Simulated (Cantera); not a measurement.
Feed: 1 mol Fe₂O₃, 0.18 mol H₂S, 0.29 mol O₂, equilibrated at 925 K and 0.0133 bar.

Cantera equilibrium calculation (NASA polynomials, part measured and part estimated; ideal gas, pure solids and liquids). Kinetics and transport are ignored.

```json
[
 {"species": "H₂O", "before": "0.484", "after": "0.475"},
 {"species": "SO₂", "before": "0.441", "after": "0.471"},
 {"species": "O₂", "before": "0.0323", "after": "0.0508"},
 {"species": "SO₃", "before": "0.0429", "after": "0.00394"},
 {"species": "Fe₂O₃(s), mol", "before": "1.00", "after": "1.00"}
]
```
Gas species are given as mole fractions.

Question: What was changed between the two runs?
A) temperature from 925 K to 1425 K
B) H₂S from 0.18 to 0.24 mol
C) temperature from 925 K to 1173 K
D) temperature from 925 K to 973.15 K

Answer: C, temperature from 925 K to 1173 K
